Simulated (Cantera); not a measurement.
A freely propagating, adiabatic, planar premixed flame of 9.78 % CO, 8.81 % H2, 4.99 % CH4, 16.0 % O2, 60.4 % N2, unburnt at 623 K and 0.0987 atm; multicomponent+Soret transport, grid criteria slope 0.08 and curve 0.16, no radiation.

Cantera simulation using GRI-Mech 3.0 (53 species, 325 reactions); the numbers are that mechanism's predictions, not measurements. Burning velocities carry a grid error of a few per cent, more on coarse grids.

### Question
Predict: laminar burning velocity; thermal thickness; peak x(CH2O); peak x(HCN); peak x(OH).

### Answer
* **laminar burning velocity**: 386 cm/s
* **thermal thickness**: 2.48 mm
* **peak x(CH2O)**: 0.000583
* **peak x(HCN)**: 3.42e-7
* **peak x(OH)**: 0.0127
